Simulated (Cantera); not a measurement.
## Al + NH3 + N2 (metals in furnace atmospheres)

Charge: 1 mol Al, 5.8 mol NH3, 230 mol N2, at 13.3 mbar.

Equilibrium computed with Cantera from the NASA thermochemical tables; the gas is ideal and each condensed phase is pure. Candidate condensed phases: Al, AlN; 13 gas species. Rates play no part.

| T (K) | log p N2 | log p H2 | log p Al | log p H | log p AlH | log p NH3 | log p Al2 | log p N | n AlN(s) |
|---|---|---|---|---|---|---|---|---|---|
| 625 | -1.89 | -3.32 | <-13 | <-13 | <-13 | -7.48 | <-13 | <-13 | 1.00 |
| 725 | -1.89 | -3.32 | <-13 | <-13 | <-13 | -8.09 | <-13 | <-13 | 1.00 |
| 825 | -1.89 | -3.32 | <-13 | -12.76 | <-13 | -8.55 | <-13 | <-13 | 1.00 |
| 925 | -1.89 | -3.32 | <-13 | -11.24 | <-13 | -8.92 | <-13 | <-13 | 1.00 |
| 1025 | -1.89 | -3.32 | <-13 | -10.02 | <-13 | -9.23 | <-13 | <-13 | 1.00 |
| 1125 | -1.89 | -3.32 | <-13 | -9.01 | <-13 | -9.48 | <-13 | <-13 | 1.00 |
| 1225 | -1.89 | -3.32 | <-13 | -8.17 | <-13 | -9.69 | <-13 | <-13 | 1.00 |
| 1325 | -1.89 | -3.32 | -12.20 | -7.45 | -13.44 | -9.87 | <-13 | <-13 | 1.00 |
| 1425 | -1.89 | -3.32 | -10.43 | -6.83 | -11.88 | -10.03 | <-13 | <-13 | 1.000 |
| 1525 | -1.89 | -3.32 | -8.90 | -6.29 | -10.52 | -10.16 | <-13 | <-13 | 1.000 |
| 1625 | -1.89 | -3.32 | -7.56 | -5.81 | -9.33 | -10.28 | <-13 | -12.88 | 0.999 |
| 1725 | -1.89 | -3.32 | -6.38 | -5.39 | -8.29 | -10.39 | -12.55 | -11.99 | 0.992 |
| 1825 | -1.89 | -3.32 | -5.32 | -5.02 | -7.36 | -10.49 | -10.73 | -11.19 | 0.913 |
| 1925 | -1.89 | -3.33 | -4.38 | -4.68 | -6.53 | -10.58 | -9.11 | -10.48 | 0.243 |
log p: log10 of the partial pressure in bar; n: condensed amount in mol.

From 625 K to 1925 K the condensed part is AlN(s).
